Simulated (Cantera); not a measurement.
A Cantera script and what it prints.

```python
import numpy as np
import cantera as ct

gas_names = """
    CL CL2 H HCL H2 N NH NH2 NH3 N2 N2H2 N2H4 Si SiCL SiCL2 SiCL3 SiCL4 SiH SiHCL3 SiH2 SiH2CL2 SiH3
    SiH3CL SiH4 SiN Si2 Si2N Si3
""".split()
cond_names = """
    NH4CL(a) NH4CL(b) Si(cr) Si(L) Si3N4(a)
""".split()


# ... load() reads the species with a 1 bar reference pressure and builds the phases ...
atoms = {
    'Si3N4': {'Si': 3, 'N': 4},
    'HCl': {'H': 1, 'CL': 1},
    'N2': {'N': 2},
}
top_T = {'Si3N4(a)': 2400}  # K; cautious upper limits of use, not melting points


# ... equilibrate(T, P, feed) seeds the gas with the atoms and calls Mixture.equilibrate('TP', solver="vcs", rtol=1e-11, max_steps=5000) ...
results = []
feed = {'Si3N4': 1, 'HCl': 92, 'N2': 63}  # mol
T = 1000  # K
P = 100000  # Pa
mix = equilibrate(T, P, feed)
results.append((T, P, feed, dict(zip(mix.species_names, mix.species_moles))))
print(gas.report(threshold=0.001))
for i in range(1, mix.n_phases):
    print(f"{mix.phase(i).name:16s} {mix.phase_moles(i):12.5e} mol")
```

Output:

```
       temperature   1000 K
          pressure   1e+05 Pa
           density   0.41075 kg/m^3
  mean mol. weight   34.151 kg/kmol
   phase of matter   gas

                          1 kg             1 kmol
                     ---------------   ---------------
          enthalpy       -1.1324e+06       -3.8672e+07  J
   internal energy       -1.3758e+06       -4.6987e+07  J
           entropy            6879.3        2.3494e+05  J/K
    Gibbs function       -8.0117e+06       -2.7361e+08  J
 heat capacity c_p            979.88             33464  J/K
 heat capacity c_v            736.43             25150  J/K

                      mass frac. Y      mole frac. X     chem. pot. / RT
                     ---------------   ---------------   ---------------
               HCL           0.55458           0.51949           -36.035
                H2          0.002299          0.038946           -20.751
                N2           0.34623           0.42208           -25.724
             SiCL4           0.09685          0.019469           -129.47
     [  +24 minor]        4.5822e-05        1.4107e-05

Si(cr)            0.00000e+00 mol
Si3N4(a)          0.00000e+00 mol
```

These are equilibrium values from Cantera (NASA tables, ideal gas, pure condensed phases), not measurements of a reactor.
